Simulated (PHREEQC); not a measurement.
# Phosphoric acid bath (model solution)

Consider water at 25 °C with 0.11 mol H3PO4, 0.23 mol HF and 0.001 mol H3AsO4 per kg of water. Closed to the air; pH follows from the charge balance.

Equilibrium calculation in PHREEQC: ion-association model, wateq4f.dat.

Each row changes one thing in this solution. No solid was allowed to form.

| case | pH | ionic strength (mol/kgw) | HF (mol/kgw) | H3PO4 (mol/kgw) | H2F2 (mol/kgw) | H2PO4- (mol/kgw) |
|---|---|---|---|---|---|---|
| as made | 1.57 | 0.0311 | 0.132 | 0.0849 | 0.0454 | 0.0251 |
| temperature from 25 to 75 °C | 1.66 | 0.0250 | 0.195 | 0.0901 | 0.0140 | 0.0199 |
| H3AsO4 from 0.001 to 0.002 mol/kgw | 1.56 | 0.0312 | 0.132 | 0.0850 | 0.0454 | 0.0250 |
| HF from 0.23 to 0.046 mol/kgw | 1.61 | 0.0283 | 0.0372 | 0.0833 | 0.00363 | 0.0267 |
| H3PO4 from 0.11 to 0.011 mol/kgw | 1.87 | 0.0151 | 0.129 | 0.00702 | 0.0434 | 0.00398 |

wateq4f.dat counts part of the HF as a dimer, H2F2, which phreeqc.dat doesn't know; its constant is uncertain. H3PO4, which wateq4f.dat lacks, is added to it with the constant of phreeqc.dat. At this temperature some constants are extrapolated from 25 °C, and those without enthalpy data are left unchanged.
